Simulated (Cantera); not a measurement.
A perfectly stirred reactor is fed with CH4 : O2 : N2 : CO2 = 1 : 4.76 : 17.9 : 0.76 (molar parts), at 0.987 atm; it is adiabatic with a 550 K inlet, and is followed from long to short residence time, starting on the burning branch (τ in s: 0.27, 0.083, 0.026, 0.008, 0.0025, 0.00076, 0.00024, 7.3e-05, 2.3e-05).

Computed with Cantera and GRI-Mech 3.0 (53 species, 325 reactions).

**Question.** What does this change do: O2 4.76 to 7 parts?

**Answer.** 
```tsv
quantity	before	after
blow-out, bracketed by the residence times tried	burning at 2.50 ms, out at 0.760 ms	burning at 8.00 ms, out at 2.50 ms
x(CH4) at τ = 0.270 s	1.55e-5	2.25e-5
x(O2) at τ = 0.270 s	0.113	0.188
x(CO2) at τ = 0.270 s	0.0718	0.0657
x(NO2) at τ = 0.270 s	1.52e-8	1.63e-8
x(OH) at τ = 0.270 s	0.000282	0.000192
x(CH4) at τ = 2.50 ms	0.000414	0.0375
x(O2) at τ = 2.50 ms	0.116	0.263
x(CO2) at τ = 2.50 ms	0.0659	0.0285
x(NO2) at τ = 2.50 ms	2.27e-9	<1e-12
x(OH) at τ = 2.50 ms	0.000880	<1e-12
```
